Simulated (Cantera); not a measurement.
Feed: 1 mol CuO, 2 mol CH4, 1.5 mol H2, 4.3 mol CO, equilibrated at 0.133 bar.

These are equilibrium values from Cantera (NASA tables, ideal gas, pure condensed phases), not measurements of a reactor. Candidate condensed phases: C, C6H6, C7H8, C8H18, Cu, CuO, Cu(OH)2, Cu2O, H2O; 113 gas species. The numbers say what is thermodynamically allowed, not how fast it happens.

Task: Which condensed phases are stable at each of these points (T (K)): 1025, 1125, 1225, 1325, 1425, 1525, 1625, 1725, 1825, 1925, 2025, 2125, 2225, 2325?

Result: 
```tsv
T (K)	condensed phases	Cu condensed (%)
1025	C(graphite) + Cu(s)	100.0
1125	C(graphite) + Cu(s)	100.0
1225	C(graphite) + Cu(s)	100.0
1325	C(graphite) + Cu(s)	100.0
1425	C(graphite) + Cu(l)	100.0
1525	C(graphite) + Cu(l)	99.9
1625	C(graphite) + Cu(l)	99.5
1725	C(graphite) + Cu(l)	98.2
1825	C(graphite) + Cu(l)	94.1
1925	C(graphite) + Cu(l)	82.7
2025	C(graphite) + Cu(l)	53.8
2125	C(graphite)	0.0
2225	C(graphite)	0.0
2325	C(graphite)	0.0
```

From 1025 K to 1325 K the condensed part is C(graphite) + Cu(s). From 1425 K to 2025 K the condensed part is C(graphite) + Cu(l). From 2125 K to 2325 K the condensed part is C(graphite).
